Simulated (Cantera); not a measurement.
Cantera run, input and output.

```python
import numpy as np
import cantera as ct

gas = ct.Solution("gri30.yaml", transport_model="multicomponent")
show = ['C2H2', 'CH4', 'NH3']

rows = []
print(f"{'T/K':>7s}{'rho':>11s}{'cp':>10s}{'mu':>11s}{'lambda':>11s}{'Pr':>7s}" + "".join(f"{'D_' + s:>11s}" for s in show))
for T in [400, 500, 600, 700, 800, 900, 1000, 1100, 1200]:
    gas.TPX = T, 190, {'CO': 0.48, 'H2': 0.1, 'C3H8': 0.28, 'C2H6': 0.096}
    Pr = gas.cp_mass * gas.viscosity / gas.thermal_conductivity
    D = [gas.mix_diff_coeffs_mole[gas.species_index(s)] for s in show]
    rows.append([gas.density, gas.cp_mass, gas.viscosity, gas.thermal_conductivity, Pr, *D])
    print(f"{T:7g}{gas.density:11.4e}{gas.cp_mass:10.1f}{gas.viscosity:11.4e}"
          f"{gas.thermal_conductivity:11.4e}{Pr:7.3f}" + "".join(f"{d:11.4e}" for d in D))
print("SI units: kg/m3, J/kg/K, Pa s, W/m/K, m2/s")
```

It prints:

```
    T/K        rho        cp         mu     lambda     Pr     D_C2H2      D_CH4      D_NH3
    400 1.7258e-03    1718.4 1.5643e-05 3.9608e-02  0.679 1.2443e-02 1.6742e-02 1.6323e-02
    500 1.3807e-03    1945.2 1.8702e-05 5.1638e-02  0.704 1.8642e-02 2.4889e-02 2.4954e-02
    600 1.1506e-03    2151.1 2.1500e-05 6.3973e-02  0.723 2.5771e-02 3.4224e-02 3.5023e-02
    700 9.8620e-04    2333.7 2.4097e-05 7.6444e-02  0.736 3.3759e-02 4.4659e-02 4.6408e-02
    800 8.6292e-04    2493.0 2.6533e-05 8.8899e-02  0.744 4.2551e-02 5.6130e-02 5.9014e-02
    900 7.6704e-04    2632.0 2.8837e-05 1.0121e-01  0.750 5.2103e-02 6.8582e-02 7.2766e-02
   1000 6.9034e-04    2756.4 3.1032e-05 1.1329e-01  0.755 6.2381e-02 8.1972e-02 8.7600e-02
   1100 6.2758e-04    2854.7 3.3132e-05 1.2487e-01  0.757 7.3353e-02 9.6264e-02 1.0347e-01
   1200 5.7528e-04    2943.9 3.5153e-05 1.3629e-01  0.759 8.4996e-02 1.1143e-01 1.2032e-01
SI units: kg/m3, J/kg/K, Pa s, W/m/K, m2/s
```

Computed with Cantera and GRI-Mech 3.0 (53 species, 325 reactions). The composition is frozen, though it would react at the higher temperatures.
